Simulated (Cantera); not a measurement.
A closed system holds: 1 mol Cr, 0.13 mol N₂O, 18 mol H₂, held at 85.0 mbar.

Method: chemical equilibrium by Gibbs-energy minimisation in Cantera with the NASA 1993 tables (ideal gas, pure condensed phases). Candidate condensed phases: Cr, CrN, Cr₂N, Cr₂O₃, H₂O; 29 gas species. Rates play no part. All values below are at 2027 °C.

Base state: H₂ 0.904, Cr 0.0511, H 0.0316, N₂ 0.00669, H₂O 0.00633, CrO 0.000323, OH 3.56e-5 (mole fractions); condensed: gas only.

Question: What changes in the equilibrium state with this change: N₂O from 0.13 to 3.3 mol?

Answer: 
```csv
species,before,after
H₂,0.904,0.673
N₂,0.00669,0.148
H₂O,0.00633,0.120
Cr,0.0511,0.0257
H,0.0316,0.0272
CrO₂,7.48e-7,0.000246
NO,1.57e-7,1.89e-5
O,8.49e-7,2.17e-5
OH,3.56e-5,0.000785
CrO,0.000323,0.00415
"Cr₂O₃(s), mol",0,0.165
```
